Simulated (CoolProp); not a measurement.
Saturation properties of p-xylene (Tc = 616.2 K, pc = 3.532 MPa, ω = 0.324).

Computed with CoolProp (reference Helmholtz-energy equation of state, Zhou 2012).

```tsv
T (K)	p (MPa)	vapour density (kg/m³)	liquid cp (kJ/(kg K))	liquid viscosity (µPa s)	vapour viscosity (µPa s)	liquid conductivity (mW/(m K))
427.2	0.1516	___	2.173	197	___	96.7
444.8	0.2288	7.154	2.242	174	9.36	93.5
462.3	0.3326	10.27	2.313	___	9.71	90.5
479.9	0.4701	14.43	2.389	137	10.1	87.9
497.4	___	___	2.470	121	___	85.5
514.9	0.8671	27.00	2.561	107	11.0	83.4
532.5	1.144	36.47	2.668	95.7	11.5	81.5
550	1.481	49.11	2.803	85.8	12.2	80.0
567.6	1.893	66.84	3.000	77.3	13.0	78.7
```

**Question.** Some entries are withheld; supply them.

**Answer.** 
- 427.2, vapour density (kg/m³): 4.830
- 427.2, vapour viscosity (µPa s): 9.02
- 462.3, liquid viscosity (µPa s): 154
- 497.4, p (MPa): 0.6457
- 497.4, vapour density (kg/m³): 19.87
- 497.4, vapour viscosity (µPa s): 10.5

It boils at 411.5 K under 1 atm.

Viscosity comes from a separate model (Balogun 2015). Thermal conductivity comes from a separate model (Mylona 2014).
